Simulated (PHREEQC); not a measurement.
Model water analysis in mmol/kgw, 25 °C, pH 3.08, pe 9.5:

| constituent | mmol/kgw |
|---|---|
| Na | 1.51 |
| K | 1.17 |
| Ca | 5.14 |
| Mg | 3.13 |
| Cl | 1.78 |
| S(6) | 9.18 |
| Zn | 0.22 |

Valence states are taken as typed.

Model: ion-association model, phreeqc.dat, run in PHREEQC.

This is a speciation only: nothing precipitates in the calculation.

### Question
Predict the ionic strength, specific conductance, charge-balance error.

### Answer
ionic strength 0.0281 mol/kgw; specific conductance 1970 µS/cm; charge-balance error 2.6 %.

### Question
In which forms is S present?

### Answer
SO4-2 70 %, CaSO4 14 %, MgSO4 11 %, HSO4- 3.6 %, ZnSO4 0.7 % of the S.

Species that the database lacks are ignored.
